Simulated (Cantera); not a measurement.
An isothermal, constant-pressure homogeneous reactor starts with 26.3 % NH₃, 73.7 % H₂, at 1798 K and 0.987 atm.

Detailed kinetics in Cantera: the gas-phase N/H chemistry of the illustrative SiF4/NH3 mechanism in the Surface Chemkin manual (1991). Walls and surfaces, which speed up NH3 decomposition in real reactors, are not modelled.

x: mole fraction; the columns are a selection and need not sum to one.

```tsv
t (s)	x NH₃	x H₂	x NH₂	x NH	x N₂H₂	x N	x N₂
4.00e-6	0.263	0.737	9.51e-7	5.10e-11	2.72e-12	<1e-12	<1e-12
1.09e-5	0.263	0.737	?	4.27e-10	3.37e-11	<1e-12	1.50e-12
2.97e-5	0.263	0.737	7.06e-6	3.31e-9	3.25e-10	6.72e-12	1.49e-10
8.10e-5	0.263	0.737	1.92e-5	2.48e-8	2.81e-9	1.40e-10	1.28e-8
0.000221	0.263	0.737	?	?	?	?	?
0.000602	0.263	0.737	0.000117	9.14e-7	1.59e-7	3.13e-8	1.75e-5
0.00164	0.263	0.737	0.000154	1.59e-6	3.08e-7	7.12e-8	0.000168
0.00447	0.261	0.738	0.000154	1.60e-6	3.10e-7	7.25e-8	0.000655
0.0122	0.258	0.740	0.000153	1.59e-6	3.04e-7	7.24e-8	0.00197
0.0332	0.249	0.745	0.000149	1.57e-6	2.89e-7	7.20e-8	0.00541
0.0906	0.228	0.758	0.000139	1.51e-6	2.53e-7	7.09e-8	0.0140
0.247	0.181	0.786	0.000118	1.35e-6	1.80e-7	6.77e-8	0.0323
0.673	0.109	0.830	7.92e-5	1.03e-6	8.33e-8	5.83e-8	0.0611
1.83	0.0434	0.869	3.70e-5	5.66e-7	1.90e-8	3.79e-8	0.0870
5.00	0.0133	0.888	1.27e-5	2.17e-7	2.32e-9	1.63e-8	0.0989
```

Task: Complete the blanks.

Result: 
- 1.09e-5, x NH₂: 2.59e-6
- 0.000221, x NH₂: 5.11e-5
- 0.000221, x NH: 1.77e-7
- 0.000221, x N₂H₂: 2.39e-8
- 0.000221, x N: 2.67e-9
- 0.000221, x N₂: 6.71e-7
